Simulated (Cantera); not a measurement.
A closed system holds: 1 mol SiCl₄, 0.14 mol N₂O, 17 mol N₂, at 0.000310 bar.

These are equilibrium values from Cantera (NASA tables, ideal gas, pure condensed phases), not measurements of a reactor. Candidate condensed phases: Si, SiO₂, Si₂N₂O, Si₃N₄; 23 gas species. The tables' values for SiCl₃, SiCl are old estimates; treat these amounts as uncertain. The tables hold silica as quartz up to 1696 K and as liquid above; real silica turns to tridymite and cristobalite and melts near 1996 K. The numbers say what is thermodynamically allowed, not how fast it happens.

x: gas mole fraction; n: condensed amount in mol.

| T (K) | x N₂ | x Cl | x SiCl₄ | x SiCl₂ | x SiCl₃ | x Cl₂ | x SiO | n SiO₂(α-quartz) | n SiO₂(β-quartz) |
|---|---|---|---|---|---|---|---|---|---|
| 573 | 0.941 | 3.06e-8 | 0.0511 | <1e-12 | <1e-12 | 0.00769 | <1e-12 | 0.0700 | 0 |
| 673 | 0.941 | 1.41e-6 | 0.0511 | <1e-12 | <1e-12 | 0.00769 | <1e-12 | 0.0700 | 0 |
| 773 | 0.941 | 2.43e-5 | 0.0511 | <1e-12 | 1.61e-12 | 0.00768 | <1e-12 | 0.0700 | 0 |
| 873 | 0.941 | 0.000219 | 0.0511 | <1e-12 | 1.99e-10 | 0.00758 | <1e-12 | 0 | 0.0700 |
| 973 | 0.941 | 0.00123 | 0.0510 | <1e-12 | 9.36e-9 | 0.00707 | <1e-12 | 0 | 0.0700 |
| 1073 | 0.939 | 0.00450 | 0.0510 | 1.76e-11 | 2.36e-7 | 0.00542 | <1e-12 | 0 | 0.0700 |
| 1173 | 0.936 | 0.0102 | 0.0508 | 3.86e-9 | 4.46e-6 | 0.00256 | 1.85e-11 | 0 | 0.0700 |
| 1273 | 0.935 | ? | 0.0506 | ? | 7.63e-5 | ? | ? | 0 | 0.0700 |
| 1373 | 0.933 | ? | 0.0496 | ? | 0.000971 | ? | ? | 0 | 0.0699 |
| 1473 | 0.924 | 0.0260 | 0.0422 | 0.00227 | 0.00529 | 8.86e-5 | 0.000610 | 0 | 0.0643 |
| 1573 | 0.888 | 0.0602 | 0.0239 | 0.0108 | 0.00989 | 0.000129 | 0.00725 | 0 | 0 |
| 1673 | 0.856 | 0.0940 | 0.00548 | 0.0288 | 0.00869 | 9.91e-5 | 0.00699 | 0 | 0 |
| 1773 | 0.843 | 0.108 | 0.000494 | 0.0384 | 0.00334 | 4.66e-5 | 0.00689 | 0 | 0 |

**Question.** Complete the blanks.

**Answer.** 
- 1273, x Cl: 0.0140
- 1273, x SiCl₂: 7.53e-7
- 1273, x Cl₂: 0.000650
- 1273, x SiO: 1.65e-8
- 1373, x Cl: 0.0161
- 1373, x SiCl₂: 8.79e-5
- 1373, x Cl₂: 0.000152
- 1373, x SiO: 7.14e-6
